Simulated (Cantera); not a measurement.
A perfectly stirred reactor is fed with N2O = 1 (molar parts), at 0.200 bar; it is held at 1448 K, and followed from long to short residence time.

Computed with Cantera and GRI-Mech 3.0 (53 species, 325 reactions). GRI-Mech 3.0 was tuned for natural gas; its chemistry of N2O as a main component is partial and can be far from experiment. The temperature is held fixed by assumption; the heat of reaction is taken as removed at once.

Q: What does this change do: 0.0036 parts H2O added?

A: 
```
quantity                 before     after
---------------------  --------  --------
x(N2O) at τ = 1.70 s     0.0724    0.0707
x(O) at τ = 1.70 s      2.96e-5   2.86e-5
x(NO2) at τ = 1.70 s   0.000182  0.000196
x(NO) at τ = 1.70 s       0.112     0.106
x(O2) at τ = 1.70 s       0.253     0.256
x(N2O) at τ = 9.80 ms     0.920     0.915
x(O) at τ = 9.80 ms     4.22e-5   4.13e-5
x(NO2) at τ = 9.80 ms   1.26e-5  0.000220
x(NO) at τ = 9.80 ms     0.0117    0.0112
x(O2) at τ = 9.80 ms     0.0207    0.0212
```

Q: What does this change do: pressure from 0.200 bar to 10.00 Torr?

A: 
| quantity | before | after |
|---|---|---|
| x(N2O) at τ = 1.70 s | 0.0724 | 0.496 |
| x(O) at τ = 1.70 s | 2.96e-5 | 4.27e-5 |
| x(NO2) at τ = 1.70 s | 0.000182 | 1.26e-5 |
| x(NO) at τ = 1.70 s | 0.112 | 0.0742 |
| x(O2) at τ = 1.70 s | 0.253 | 0.131 |
| x(N2O) at τ = 9.80 ms | 0.920 | 0.994 |
| x(O) at τ = 9.80 ms | 4.22e-5 | 4.19e-5 |
| x(NO2) at τ = 9.80 ms | 1.26e-5 | 1.32e-8 |
| x(NO) at τ = 9.80 ms | 0.0117 | 0.000841 |
| x(O2) at τ = 9.80 ms | 0.0207 | 0.00148 |
Radical loss at walls, strong at low pressure, is not modelled.
